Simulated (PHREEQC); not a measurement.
PHREEQC input (Pitzer model, pitzer.dat):

```
SOLUTION 1
  temp 20
  units mol/kgw
  pH 7 charge
  Cl 0.081
  K 0.081
END
SELECTED_OUTPUT 1
  -reset false
  -pH true
  -pe true
  -ionic_strength true
  -water true
  -totals Ca Cl K Li S
  -molalities H+ Li+ K+ Ca+2 Cl- SO4-2 OH- HSO4-
  -equilibrium_phases Gypsum Arcanite Anhydrite Misenite Portlandite Sylvite Syngenite
PRINT
  -reset false
USE solution 1
REACTION 1
  LiCl 1
  0 0.417 0.833 1.25 1.67 2.08 2.5 2.92 3.33 3.75 4.17 4.58 5 moles
EQUILIBRIUM_PHASES 1
  Gypsum 0 30
  Arcanite 0 0
  Anhydrite 0 0
  Misenite 0 0
  Portlandite 0 0
  Sylvite 0 0
  Syngenite 0 0
END
```

Selected output (columns that matter, 13 of 13 rows; LiCl added (mol) added in front):

```
LiCl added (mol)	pH	mu	Ca	Cl	K	Li	S	m_H+	m_Li+	m_K+	m_Ca+2	m_Cl-	m_SO4-2	Gypsum
0	7.1326	0.16489	0.020987	0.080939	0.080939	0	0.020987	9.7673e-08	0	0.080939	0.020987	0.080939	0.020987	29.979
0.417	7.0496	0.63146	0.033516	0.4974	0.080902	0.4165	0.033516	1.0884e-07	0.4165	0.080902	0.033516	0.4974	0.033516	29.966
0.833	6.9745	1.0735	0.040195	0.91268	0.080883	0.83179	0.040195	1.0971e-07	0.83179	0.080883	0.040195	0.91268	0.040195	29.96
1.25	6.9028	1.5062	0.044327	1.3289	0.080871	1.248	0.044327	1.0721e-07	1.248	0.080871	0.044327	1.3289	0.044327	29.956
1.67	6.8328	1.9349	0.046719	1.7481	0.080864	1.6672	0.046719	1.0287e-07	1.6672	0.080864	0.046719	1.7481	0.046719	29.953
2.08	6.7658	2.3483	0.047762	2.1573	0.080861	2.0764	0.047762	9.7574e-08	2.0764	0.080861	0.047762	2.1573	0.047762	29.952
2.5	6.6983	2.7678	0.047809	2.5766	0.08086	2.4957	0.047809	9.1484e-08	2.4957	0.08086	0.047809	2.5766	0.047809	29.952
2.92	6.6317	3.1842	0.047064	2.9959	0.080863	2.915	0.047064	8.5021e-08	2.915	0.080863	0.047064	2.9959	0.047064	29.953
3.33	6.5675	3.5884	0.045763	3.4054	0.080866	3.3245	0.045763	7.8556e-08	3.3245	0.080866	0.045763	3.4054	0.045763	29.954
3.75	6.5026	4.0009	0.044001	3.8249	0.080872	3.7441	0.044001	7.193e-08	3.7441	0.080872	0.044001	3.8249	0.044001	29.956
4.17	6.4384	4.4123	0.041939	4.2446	0.080878	4.1637	0.041939	6.5419e-08	4.1637	0.080878	0.041939	4.2446	0.041939	29.958
4.58	6.3764	4.8133	0.03974	4.6543	0.080884	4.5734	0.03974	5.9263e-08	4.5734	0.080884	0.03974	4.6543	0.03974	29.96
5	6.3136	5.2237	0.037382	5.0742	0.080891	4.9933	0.037382	5.3228e-08	4.9933	0.080891	0.037382	5.0742	0.037382	29.963
```
